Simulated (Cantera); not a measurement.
A perfectly stirred reactor is fed with CH4 : N2 = 1 : 15 (molar parts), at 10.00 Torr; it is held at 1750 K, and followed from long to short residence time.

Computed with Cantera and GRI-Mech 3.0 (53 species, 325 reactions). GRI-Mech 3.0 stops at C3 and has no aromatics, soot or wall deposition, so with more carbon than oxygen in the feed, carbon stays in small species such as C2H2 where larger ones or solid carbon would form. Radical loss at walls, strong at low pressure, is not modelled.

x: mole fraction; the columns are a selection and need not sum to one.

| τ (s) | x CH4 | x H2 | x C2H4 | x C2H | x CH3 | x C2H2 |
|---|---|---|---|---|---|---|
| 13 | 0.00248 | 0.0844 | 1.44e-5 | 7.00e-7 | 0.000176 | 0.0281 |
| 3.4 | 0.00616 | 0.0790 | 6.15e-5 | 5.15e-7 | 0.000339 | 0.0263 |
| 0.90 | 0.0141 | 0.0674 | 0.000251 | 3.54e-7 | 0.000616 | 0.0222 |
| 0.23 | … | … | … | … | … | … |
| 0.061 | 0.0491 | 0.0163 | 0.00158 | 5.10e-8 | 0.00120 | 0.00417 |
| 0.016 | 0.0611 | 0.00119 | 0.000265 | 1.94e-9 | 0.000610 | 0.000116 |
| 0.0042 | 0.0623 | … | … | 2.00e-11 | … | … |

Question: Fill in the missing entries.

Answer: 
- 0.23, x CH4: 0.0291
- 0.23, x H2: 0.0454
- 0.23, x C2H4: 0.000880
- 0.23, x C2H: 1.94e-7
- 0.23, x CH3: 0.00101
- 0.23, x C2H2: 0.0144
- 0.0042, x H2: 0.000100
- 0.0042, x C2H4: 6.84e-6
- 0.0042, x CH3: 0.000169
- 0.0042, x C2H2: 6.97e-7
